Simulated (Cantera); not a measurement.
**Reactions in the system C-H-O-Ti**

Cantera with NASA thermochemical tables; ideal gases at 1 bar, condensed phases pure. Values are per mole of reaction as written; species without (g) are pure solids or liquids, kept so even where they would boil at 1 bar. TiC: taken at fixed stoichiometry.

9 C2H4(g) + 4 C2H6(g) + 2 Ti3O5 → 10 C2H5OH(g) + 6 TiC

| T (K) | ΔH° (kJ) | ΔS° (J/K) | ΔG° (kJ) | log10 K |
|---|---|---|---|---|
| 698 | 1291.6 | -280.6 | 1487.5 | -111.31 |
| 748 | 1291.5 | -280.7 | 1501.5 | -104.85 |
| 798 | 1291.3 | -281.0 | 1515.6 | -99.20 |
| 848 | 1291.0 | -281.4 | 1529.6 | -94.22 |
| 898 | 1290.4 | -282.1 | 1543.7 | -89.79 |
| 948 | 1289.7 | -282.9 | 1557.8 | -85.83 |
| 998 | 1288.8 | -283.8 | 1572.0 | -82.28 |
| 1048 | 1287.7 | -284.9 | 1586.2 | -79.06 |
| 1098 | 1286.4 | -286.1 | 1600.5 | -76.14 |
| 1148 | 1284.9 | -287.4 | 1614.8 | -73.47 |
| 1198 | 1283.3 | -288.8 | 1629.2 | -71.04 |

2 Ti4O7 + 2 H2O2(g) + TiC → CH4(g) + 9 TiO2

```tsv
T (K)	ΔH° (kJ)	ΔS° (J/K)	ΔG° (kJ)	log10 K
698	-1315.9	-260.1	-1134.4	84.89
748	-1316.8	-261.3	-1121.3	78.30
798	-1317.6	-262.4	-1108.2	72.54
848	-1318.5	-263.4	-1095.1	67.45
898	-1319.4	-264.4	-1081.9	62.93
948	-1320.2	-265.4	-1068.7	58.88
998	-1321.1	-266.3	-1055.4	55.24
1048	-1322.1	-267.2	-1042.0	51.94
1098	-1323.0	-268.1	-1028.6	48.93
1148	-1324.0	-269.0	-1015.2	46.19
1198	-1325.0	-269.8	-1001.7	43.68
```

Ti3O5 + 2 C2H2(g) → CH3OH(g) + 2 O2(g) + 3 TiC

```
T (K)  ΔH° (kJ)  ΔS° (J/K)  ΔG° (kJ)  log10 K
-----  --------  ---------  --------  -------
698      1221.0      128.3    1131.5   -84.67
748      1219.6      126.3    1125.1   -78.57
798      1218.1      124.5    1118.8   -73.23
848      1216.7      122.7    1112.6   -68.53
898      1215.2      120.9    1106.5   -64.36
948      1213.6      119.3    1100.5   -60.64
998      1212.0      117.6    1094.6   -57.29
1048     1210.4      116.0    1088.8   -54.27
1098     1208.7      114.4    1083.0   -51.52
1148     1206.9      112.9    1077.3   -49.02
1198     1205.1      111.3    1071.7   -46.73
```
